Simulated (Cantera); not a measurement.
A freely propagating, adiabatic, planar premixed flame of H2 : O2 : N2 = 1 : 0.185 : 0.696 (molar parts), equivalence ratio 2.7, unburnt at 598 K and 1.01 bar; mixture-averaged transport, grid criteria slope 0.08 and curve 0.16, no radiation.

Detailed kinetics in Cantera: the H2/O2 subset of GRI-Mech 3.0, which has no nitrogen chemistry. Burning velocities carry a grid error of a few per cent, more on coarse grids.

### Question
Predict: laminar burning velocity; thermal thickness; peak x(OH); peak x(HO2); peak x(H2O2).

### Answer
* **laminar burning velocity**: 817 cm/s
* **thermal thickness**: 0.469 mm
* **peak x(OH)**: 0.00200
* **peak x(HO2)**: 0.000228
* **peak x(H2O2)**: 6.91e-6
